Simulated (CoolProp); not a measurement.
CH2F2 (R32) at 293.15 K and 9.02 MPa flows at 0.25 m/s in a round tube of 20 mm bore and 45 µm roughness, fully developed (64/Re and Nu = 3.66 if laminar; Colebrook and Gnielinski if turbulent). Each further row changes one setting.

The numbers come from the reference Helmholtz-energy equation of state, Tillner-Roth 1997 in CoolProp.

```json
[
 {"case": "as stated", "Reynolds number": "(withheld)", "Darcy friction factor": "(withheld)", "pressure drop (Pa/m)": "44.3", "heat-transfer coefficient (W/(m² K))": "1170", "mass flow (kg/h)": "288"},
 {"case": "velocity 0.5 m/s", "Reynolds number": "75700", "Darcy friction factor": "(withheld)", "pressure drop (Pa/m)": "167", "heat-transfer coefficient (W/(m² K))": "2250", "mass flow (kg/h)": "576"},
 {"case": "diameter 40 mm", "Reynolds number": "75700", "Darcy friction factor": "(withheld)", "pressure drop (Pa/m)": "18.5", "heat-transfer coefficient (W/(m² K))": "(withheld)", "mass flow (kg/h)": "(withheld)"}
]
```

**Question.** Some entries are withheld; supply them.

**Answer.** 
- as stated, Reynolds number: 37800
- as stated, Darcy friction factor: 0.0278
- velocity 0.5 m/s, Darcy friction factor: 0.0262
- diameter 40 mm, Darcy friction factor: 0.0232
- diameter 40 mm, heat-transfer coefficient (W/(m² K)): 1010
- diameter 40 mm, mass flow (kg/h): 1150

Viscosity comes from a separate model (Bell 2016), an estimate that may be off by 10 % or more. Thermal conductivity comes from a separate model (Huber 2003), an estimate that may be off by 10 % or more.
